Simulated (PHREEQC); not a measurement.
0.81 g of hydrous ferric oxide (600 m²/g; 0.2 weak and 0.005 strong sites per Fe, Dzombak-Morel constants, diffuse double layer) in 1 kg of water with 0.3 mol/kgw of an inert sodium salt and 0.25 mmol/kgw BaCl2 and 0.012 mmol/kgw NiCl2, at 25 °C; the pH is set by adding NaOH or the inert anion's acid. Oxygen is held at 0.21 atm. No CO2 enters from the air. Precipitation was switched off in this run.

The numbers come from PHREEQC with the ion-association model, wateq4f.dat.

```tsv
pH	Ba sorbed (%)	Ni sorbed (%)	surface charge σ (C/m²)	surface potential ψ (mV)
4	0.0	0.0	0.349	123
4.67	0.0	0.3	0.304	[?]
5.33	0.0	4.5	0.231	102
6	0.3	39.1	0.154	83
6.67	1.5	[?]	[?]	60
7.33	6.5	98.3	[?]	35
8	13.2	99.6	0.010	8
8.67	18.5	99.9	[?]	-20
9.33	[?]	100.0	-0.063	-45
10	70.7	100.0	-0.106	-66
10.67	92.8	100.0	-0.159	-84
11.33	97.8	[?]	-0.211	-98
12	98.8	93.7	-0.245	-104
```

Question: Complete the blanks.

Answer: 
- 4.67, surface potential ψ (mV): 116
- 6.67, Ni sorbed (%): 88.0
- 6.67, surface charge σ (C/m²): 0.092
- 7.33, surface charge σ (C/m²): 0.047
- 8.67, surface charge σ (C/m²): -0.025
- 9.33, Ba sorbed (%): 33.5
- 11.33, Ni sorbed (%): 99.8

Along this series the solution becomes supersaturated in solids that the run did not let form, among them Ni(OH)2. Species that the database lacks are ignored.
